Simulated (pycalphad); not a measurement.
CALPHAD calculation (pycalphad, COST 507 light-alloy database (1999)), 1 atm. The data set is of 1999 and partly superseded. Diffusion is slow at the low end, where real alloys seldom reach equilibrium.

Molar enthalpy of Cu-1.24Si (at.%) in equilibrium (SER reference):

```
T (K)  H (kJ/mol)  phases
-----  ----------  ------
2250        69.49  LIQUID
2100        64.79  LIQUID
1950        60.09  LIQUID
1800        55.39  LIQUID
1650        50.69  LIQUID
1500        45.99  LIQUID
1425        43.64  LIQUID
1350        41.29  LIQUID
1275        27.02  FCC_A1
1200        24.82  FCC_A1
1050        20.47  FCC_A1
900         16.20  FCC_A1
750         12.04  FCC_A1
600          7.98  FCC_A1
```

Cooling from 1350 K to 1275 K, across the freezing range, releases 14.3 kJ/mol, or 226 J/g. The slope is 31 J/(mol K) in the liquid and 29 J/(mol K) just below the solidus, where it includes any heat of precipitation. Liquidus 1348 K, solidus 1332 K. Changes were sought between steps of 75 K, so a narrower field can be missed.

FCC_A1 is fcc.
